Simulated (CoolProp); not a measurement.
A closed Brayton cycle with dry air: compressor inlet 317.15 K and 6.9 MPa, high pressure 22.3 MPa, turbine inlet 760 K, compressor efficiency 0.89, turbine efficiency 0.93, recuperator effectiveness 0 (on enthalpy, no pinch check). Each further row changes one setting.

Values from CoolProp's reference Helmholtz-energy equation of state, Lemmon 2000. It is a pseudo-pure fit of the blend.

| case | thermal efficiency (%) | net work (kJ/kg) | compressor to turbine work | compressor exit (K) | turbine exit (K) |
|---|---|---|---|---|---|
| as stated | 19.8 | 65.8 | 0.69 | 460.9 | 567.2 |
| turbine inlet 710 K | 18.6 | [?] | 0.74 | 460.9 | 528.1 |
| compressor inlet 327.15 K | 19.2 | 60.8 | 0.72 | [?] | 567.2 |
| high pressure 19 MPa | 18.0 | 63.9 | [?] | 438.4 | [?] |
| recuperator effectiveness 0.5 | [?] | 65.8 | 0.69 | 460.9 | 567.2 |

Problem. Fill in the missing entries.

Solution. 
- turbine inlet 710 K, net work (kJ/kg): 51.5
- compressor inlet 327.15 K, compressor exit (K): 475.1
- high pressure 19 MPa, compressor to turbine work: 0.66
- high pressure 19 MPa, turbine exit (K): 590.6
- recuperator effectiveness 0.5, thermal efficiency (%): 23.8
